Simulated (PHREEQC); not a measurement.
A column of 0.1 m (40 cells, dispersivity 0.008 m, 720 s a shift, diffusion coefficient 3e-10 m²/s) holds 0.019 eq of the database's cation exchanger X per kg of pore water, first in equilibrium with 3.7 mmol/kgw MnCl2, 24 mmol/kgw CdCl2 and 0.01 mmol/kgw HCl. It is flushed with 2.8 mmol/kgw Na2SO4, 10 mmol/kgw KBr, 4.4 mmol/kgw CdCl2 and 0.01 mmol/kgw HCl, at 25 °C. Values are for the last cell. The system is closed to CO2. Nothing may precipitate in this run.

Equilibrium calculation in PHREEQC: ion-association model, phreeqc.dat.

### Question
Predict Br in solution (mol/kgw) at pore volumes = 0, 0.1375, 0.3875, 2.013, 3.013.

### Answer
```
pore volumes  Br in solution (mol/kgw)
------------  ------------------------
0                                    0
0.1375                        4.19e-12
0.3875                         9.16e-5
2.013                          0.00979
3.013                          0.00999
```

Species that the database lacks are ignored.
